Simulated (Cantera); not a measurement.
A closed system holds: 1 mol AlN, 7.3 mol N2, at 2.10 mbar.

Equilibrium computed with Cantera from the NASA thermochemical tables; the gas is ideal and each condensed phase is pure. Candidate condensed phases: Al, AlN; 5 gas species. Equilibrium is a limit: real reactors are often held back by kinetics, nucleation or transport.

Question: Which condensed phases are stable at each of these points (T (K)): 1475, 1575, 1675, 1775, 1875, 1975, 2075, 2175, 2275, 2375, 2475, 2575, 2675?

Answer: 
```tsv
T (K)	condensed phases	Al condensed (%)
1475	AlN(s)	100.0
1575	AlN(s)	100.0
1675	AlN(s)	99.9
1775	AlN(s)	98.7
1875	AlN(s)	87.2
1975	gas only	0.0
2075	gas only	0.0
2175	gas only	0.0
2275	gas only	0.0
2375	gas only	0.0
2475	gas only	0.0
2575	gas only	0.0
2675	gas only	0.0
```

From 1475 K to 1875 K the condensed part is AlN(s). From 1975 K to 2675 K nothing is condensed.
